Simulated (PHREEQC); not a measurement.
Solution A (0.043 mol NaH2PO4 and 0.0032 mol HF per kg of water) is mixed with solution B (0.16 mol/kgw KH2PO4 and 0.00034 mol/kgw KOH) at 25 °C; shares are by mass of water, 1 kg in all. Oxygen alone is held at its pressure in air (log pO2 = -0.68). The system is closed to CO2. Precipitation was switched off in this run.

Equilibrium calculation in PHREEQC: ion-association model, wateq4f.dat.

```json
[
 {"share of solution B": "0", "pH": "3.44", "F- (mol/kgw)": "0.00218", "HF (mol/kgw)": "0.000962"},
 {"share of solution B": "0.1", "pH": "3.54", "F- (mol/kgw)": "0.00212", "HF (mol/kgw)": "0.000719"},
 {"share of solution B": "0.2", "pH": "3.64", "F- (mol/kgw)": "0.00200", "HF (mol/kgw)": "0.000529"},
 {"share of solution B": "0.3", "pH": "3.75", "F- (mol/kgw)": "0.00184", "HF (mol/kgw)": "?"},
 {"share of solution B": "0.4", "pH": "3.85", "F- (mol/kgw)": "0.00164", "HF (mol/kgw)": "0.000262"},
 {"share of solution B": "0.5", "pH": "3.96", "F- (mol/kgw)": "0.00141", "HF (mol/kgw)": "0.000174"},
 {"share of solution B": "0.6", "pH": "4.07", "F- (mol/kgw)": "0.00116", "HF (mol/kgw)": "0.000108"},
 {"share of solution B": "0.7", "pH": "4.20", "F- (mol/kgw)": "?", "HF (mol/kgw)": "6.17e-5"},
 {"share of solution B": "0.8", "pH": "4.32", "F- (mol/kgw)": "0.000607", "HF (mol/kgw)": "3.11e-5"},
 {"share of solution B": "0.9", "pH": "?", "F- (mol/kgw)": "?", "HF (mol/kgw)": "1.19e-5"},
 {"share of solution B": "1", "pH": "4.53", "F- (mol/kgw)": "0", "HF (mol/kgw)": "0"}
]
```

**Question.** What belongs in the gaps?

**Answer.** 
- 0.3, HF (mol/kgw): 0.000379
- 0.7, F- (mol/kgw): 0.000894
- 0.9, pH: 4.44
- 0.9, F- (mol/kgw): 0.000308

H3PO4, which wateq4f.dat lacks, is added to it with the constant of phreeqc.dat.
